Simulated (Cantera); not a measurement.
## Ammonia decomposition in nitride growth gas

An isothermal, constant-pressure homogeneous reactor starts with NH3 : N2 = 1 : 2 (molar parts), at 1650 K and 46000 Pa.

Computed with Cantera and the gas-phase N/H chemistry of the illustrative SiF4/NH3 mechanism in the Surface Chemkin manual (1991). Walls and surfaces, which speed up NH3 decomposition in real reactors, are not modelled.

```json
[
 {"t (s)": "0.000600", "x NH3": "0.333", "x N2H2": "9.51e-9", "x N": "7.67e-12", "x H2": "9.70e-6", "x N2": "0.667", "x NH2": "1.86e-5"},
 {"t (s)": "0.00114", "x NH3": "0.333", "x N2H2": "3.63e-8", "x N": "2.71e-11", "x H2": "2.03e-5", "x N2": "0.667", "x NH2": "3.50e-5"},
 {"t (s)": "0.00218", "x NH3": "0.333", "x N2H2": "1.23e-7", "x N": "7.39e-11", "x H2": "5.03e-5", "x N2": "0.667", "x NH2": "6.22e-5"},
 {"t (s)": "0.00415", "x NH3": "0.333", "x N2H2": "2.77e-7", "x N": "1.89e-10", "x H2": "0.000150", "x N2": "0.667", "x NH2": "9.17e-5"},
 {"t (s)": "0.00791", "x NH3": "0.333", "x N2H2": "3.52e-7", "x N": "3.76e-10", "x H2": "0.000412", "x N2": "0.667", "x NH2": "0.000103"},
 {"t (s)": "0.0151", "x NH3": "0.332", "x N2H2": "3.57e-7", "x N": "6.80e-10", "x H2": "0.000942", "x N2": "0.667", "x NH2": "0.000103"},
 {"t (s)": "0.0287", "x NH3": "0.332", "x N2H2": "3.56e-7", "x N": "1.26e-9", "x H2": "0.00195", "x N2": "0.666", "x NH2": "0.000102"},
 {"t (s)": "0.0548", "x NH3": "0.330", "x N2H2": "3.53e-7", "x N": "2.38e-9", "x H2": "0.00387", "x N2": "0.666", "x NH2": "0.000101"},
 {"t (s)": "0.104", "x NH3": "0.327", "x N2H2": "3.48e-7", "x N": "4.44e-9", "x H2": "0.00749", "x N2": "0.666", "x NH2": "9.84e-5"},
 {"t (s)": "0.199", "x NH3": "0.321", "x N2H2": "3.37e-7", "x N": "7.81e-9", "x H2": "0.0142", "x N2": "0.665", "x NH2": "9.51e-5"},
 {"t (s)": "0.379", "x NH3": "0.310", "x N2H2": "3.19e-7", "x N": "1.23e-8", "x H2": "0.0266", "x N2": "0.664", "x NH2": "9.06e-5"},
 {"t (s)": "0.722", "x NH3": "0.290", "x N2H2": "2.87e-7", "x N": "1.69e-8", "x H2": "0.0484", "x N2": "0.661", "x NH2": "8.47e-5"},
 {"t (s)": "1.38", "x NH3": "0.258", "x N2H2": "2.38e-7", "x N": "2.04e-8", "x H2": "0.0844", "x N2": "0.657", "x NH2": "7.65e-5"},
 {"t (s)": "2.62", "x NH3": "0.211", "x N2H2": "1.72e-7", "x N": "2.19e-8", "x H2": "0.138", "x N2": "0.651", "x NH2": "6.50e-5"},
 {"t (s)": "5.00", "x NH3": "0.152", "x N2H2": "1.03e-7", "x N": "2.14e-8", "x H2": "0.204", "x N2": "0.644", "x NH2": "5.02e-5"}
]
```
x: mole fraction; the columns are a selection and need not sum to one.

Equilibrium at this temperature and pressure: NH3 3.39e-6, N2H2 <1e-12, N 2.31e-12, H2 0.375, N2 0.625, NH2 1.84e-9 (gas phase only).
